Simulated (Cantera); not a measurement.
An isothermal, constant-pressure homogeneous reactor starts with 0.589 % CH2O, 2.80 % O2, 96.6 % N2, equivalence ratio 0.21, at 1623 K and 11.0 bar.

Model: GRI-Mech 3.0 (53 species, 325 reactions), integrated in Cantera.

x: mole fraction; the columns are a selection and need not sum to one.

```json
[
 {"t (s)": "3.00e-6", "x CH2O": "0.00568", "x O2": "0.0279", "x CH3": "3.80e-10", "x NO": "3.63e-12", "x H": "6.06e-6", "x HCO": "2.15e-6"},
 {"t (s)": "1.32e-5", "x CH2O": "0.000382", "x O2": "0.0260", "x CH3": "3.69e-9", "x NO": "4.25e-9", "x H": "9.50e-5", "x HCO": "3.54e-6"},
 {"t (s)": "5.79e-5", "x CH2O": "4.61e-12", "x O2": "0.0237", "x CH3": "<1e-12", "x NO": "6.70e-7", "x H": "3.66e-5", "x HCO": "9.85e-10"},
 {"t (s)": "0.000254", "x CH2O": "<1e-12", "x O2": "0.0226", "x CH3": "<1e-12", "x NO": "___", "x H": "___", "x HCO": "6.42e-11"},
 {"t (s)": "0.00112", "x CH2O": "<1e-12", "x O2": "0.0222", "x CH3": "<1e-12", "x NO": "___", "x H": "___", "x HCO": "<1e-12"},
 {"t (s)": "0.00490", "x CH2O": "<1e-12", "x O2": "0.0221", "x CH3": "<1e-12", "x NO": "2.19e-6", "x H": "1.39e-8", "x HCO": "<1e-12"},
 {"t (s)": "0.0215", "x CH2O": "<1e-12", "x O2": "0.0221", "x CH3": "<1e-12", "x NO": "2.22e-6", "x H": "6.77e-9", "x HCO": "<1e-12"},
 {"t (s)": "0.0945", "x CH2O": "<1e-12", "x O2": "0.0221", "x CH3": "<1e-12", "x NO": "2.34e-6", "x H": "6.77e-9", "x HCO": "<1e-12"},
 {"t (s)": "0.415", "x CH2O": "<1e-12", "x O2": "0.0221", "x CH3": "<1e-12", "x NO": "2.83e-6", "x H": "6.77e-9", "x HCO": "<1e-12"},
 {"t (s)": "1.82", "x CH2O": "<1e-12", "x O2": "0.0221", "x CH3": "<1e-12", "x NO": "5.01e-6", "x H": "6.77e-9", "x HCO": "<1e-12"},
 {"t (s)": "8.00", "x CH2O": "<1e-12", "x O2": "0.0221", "x CH3": "<1e-12", "x NO": "1.46e-5", "x H": "6.77e-9", "x HCO": "<1e-12"}
]
```

Question: Complete the blanks.

Answer: 
- 0.000254, x NO: 1.38e-6
- 0.000254, x H: 6.82e-6
- 0.00112, x NO: 2.01e-6
- 0.00112, x H: 3.69e-7
